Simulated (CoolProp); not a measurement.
Vapour-liquid equilibrium of carbon dioxide (1) + n-perfluorobutane (2) at 0.535 MPa; x and y are mole fractions of (1).

Computed with CoolProp (multi-fluid Helmholtz-energy mixture model, Span 1996 and Gao 2022; pair parameters Bell 2016).

**Question.** Give the bubble temperature and the first vapour's composition at x = 0.05, 0.65, 0.95. Is there an azeotrope?

**Answer.** x = 0.05: 298.9 K, y = 0.474; x = 0.65: 223.7 K, y = 0.988; x = 0.95: 218.5 K, y = 0.997. No azeotrope shows between x = 0.05 and 0.95.

The pair parameters rest on a limited set of measurements; away from them the model extrapolates. The gap from Raoult's law changes sign with composition, which may be real or a fault of the pair parameters; it wasn't checked against measurements. With so large a gap from Raoult's law the liquid may split in two, which this calculation doesn't test in full.
